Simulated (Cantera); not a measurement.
A Cantera script and what it prints.

```python
import numpy as np
import cantera as ct

gas_names = """
    CL CL2 H HCL H2 Si SiCL SiCL2 SiCL3 SiCL4 SiH SiHCL3 SiH2 SiH2CL2 SiH3 SiH3CL SiH4 Si2 Si3
""".split()
cond_names = """
    Si(cr) Si(L)
""".split()


# ... load() reads the species with a 1 bar reference pressure and builds the phases ...
atoms = {
    'SiH2Cl2': {'Si': 1, 'H': 2, 'CL': 2},
    'H2': {'H': 2},
}
top_T = {}  # K; cautious upper limits of use, not melting points


# ... equilibrate(T, P, feed) seeds the gas with the atoms and calls Mixture.equilibrate('TP', solver="vcs", rtol=1e-11, max_steps=5000) ...
results = []
T = 1325  # K
P = 4300  # Pa
for m in [54, 73, 100, 140, 190, 260, 350, 480, 650, 890, 1200]:
    feed = {'SiH2Cl2': 1, 'H2': m}  # mol
    mix = equilibrate(T, P, feed)
    results.append((T, P, feed, dict(zip(mix.species_names, mix.species_moles))))

top = {s: max(r[3][s] / sum(r[3][g] for g in gas_names) for r in results) for s in gas_names}
cols = sorted((s for s in top if top[s] > 0.0001), key=lambda s: -top[s])[:6]
seen = [c for c in cond_names if any(r[3].get(c, 0) > 1e-12 for r in results)]
print("log10 of partial pressures in bar; condensed amounts in mol")
print(f"{'n(H2)':>10s}" + "".join(f"{s[:9]:>10s}" for s in cols + seen))
for T, P, feed, n in results:
    ng = sum(n[g] for g in gas_names)
    print(f"{feed['H2']:10.4g}" + "".join(f"{np.log10(max(n[s] / ng * P / 1e5, 1e-99)):10.3f}" for s in cols)
          + "".join(f"{n.get(c, 0):10.4g}" for c in seen))
```

Output:

```
log10 of partial pressures in bar; condensed amounts in mol
     n(H2)        H2       HCL     SiCL2     SiCL3    Si(cr)
        54    -1.381    -2.892    -3.965    -5.214    0.8434
        73    -1.377    -3.000    -4.185    -5.544    0.8765
       100    -1.375    -3.119    -4.425    -5.903    0.9051
       140    -1.372    -3.250    -4.690    -6.301    0.9293
       190    -1.371    -3.373    -4.937    -6.672    0.9464
       260    -1.370    -3.502    -5.196    -7.060      0.96
       350    -1.369    -3.625    -5.444    -7.432    0.9697
       480    -1.368    -3.758    -5.711    -7.832    0.9776
       650    -1.368    -3.887    -5.969    -8.219    0.9833
       890    -1.368    -4.021    -6.237    -8.622    0.9876
      1200    -1.367    -4.149    -6.494    -9.007    0.9907
```

Cantera equilibrium calculation (NASA polynomials, part measured and part estimated; ideal gas, pure solids and liquids). The tables' values for SiCl3 are old estimates; treat these amounts as uncertain.
